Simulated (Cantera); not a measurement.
Charge: 1 mol Si3H8, 0.38 mol HCl, 740 mol H2, 0.0076 mol Cl2, equilibrated at 625 °C and 17.0 mbar.

Cantera equilibrium calculation (NASA polynomials, part measured and part estimated; ideal gas, pure solids and liquids). Candidate condensed phases: Si; 19 gas species. The feed counts by its element totals alone. Kinetics and transport are ignored.

Base state: H2 0.999, HCl 0.000523 (mole fractions); condensed: Si(s).

### Question
What changes in the equilibrium state with this change: temperature from 625 °C to 1500 °C?

### Answer
```json
[
 {"species": "H2", "before": "0.999", "after": "0.997"},
 {"species": "H", "before": "<1e-9", "after": "0.00218"},
 {"species": "HCl", "before": "0.000523", "after": "0.000527"},
 {"species": "Si", "before": "<1e-9", "after": "0.000125"},
 {"species": "SiH2", "before": "<1e-9", "after": "2.46e-5"},
 {"species": "SiH", "before": "<1e-9", "after": "2.01e-5"},
 {"species": "Si(s), mol", "before": "3.00", "after": "0"},
 {"species": "Si(l), mol", "before": "0", "after": "2.87"}
]
```
Gases not in the tables: Si2H6 and higher silanes.

### Question
What changes in the equilibrium state with this change: H2 from 740 to 7.6 mol?

### Answer
```csv
species,before,after
H2,0.999,0.987
HCl,0.000523,0.00599
SiCl4,2.81e-7,0.00497
SiCl3,4.63e-8,7.11e-5
SiHCl3,1.50e-6,0.00228
"Si(s), mol",3.00,2.91
```
The tables' values for SiCl3 are old estimates; treat these amounts as uncertain.

### Question
What changes in the equilibrium state with this change: Si3H8 replaced by SiCl4?

### Answer
```csv
species,before,after
H2,0.999,0.996
HCl,0.000523,0.00320
SiCl4,2.81e-7,0.000395
SiCl3,4.63e-8,1.07e-5
SiHCl3,1.50e-6,0.000343
SiCl2,3.70e-7,1.39e-5
SiH2Cl2,7.54e-7,2.82e-5
"Si(s), mol",3.00,0.413
```
The tables' values for SiCl3 are old estimates; treat these amounts as uncertain.
